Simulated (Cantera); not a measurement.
Charge: 1 mol Si(CH₃)₄, 12 mol H₂, held at 0.133 bar.

Equilibrium computed with Cantera from the NASA thermochemical tables; the gas is ideal and each condensed phase is pure. Candidate condensed phases: C, C₆H₆, C₇H₈, C₈H₁₈, Si, SiC; 87 gas species. Rates play no part. All values below are at 1598 K.

Base state: H₂ 1.000, CH₄ 0.000219, H 0.000146, C₂H₂ (acetylene) 2.69e-5 (mole fractions); condensed: C(graphite) + SiC(s).

**Question.** What changes in the equilibrium state with this change: pressure from 0.133 bar to 1.33 mbar?

**Answer.** 
```json
[
 {"species": "H₂", "before": "1.000", "after": "0.999"},
 {"species": "H", "before": "0.000146", "after": "0.00146"},
 {"species": "C₂H₂ (acetylene)", "before": "2.69e-5", "after": "2.69e-5"},
 {"species": "CH₄", "before": "0.000219", "after": "2.19e-6"},
 {"species": "C(graphite), mol", "before": "3.00", "after": "3.00"},
 {"species": "SiC(s), mol", "before": "1.000", "after": "1.000"}
]
```

**Question.** What changes in the equilibrium state with this change: pressure from 0.133 bar to 1.10 mbar?

**Answer.** 
```
species             before    after
----------------  --------  -------
H₂                   1.000    0.998
H                 0.000146  0.00160
C₂H₂ (acetylene)   2.69e-5  2.69e-5
CH₄               0.000219  1.81e-6
C(graphite), mol      3.00     3.00
SiC(s), mol          1.000    1.000
```
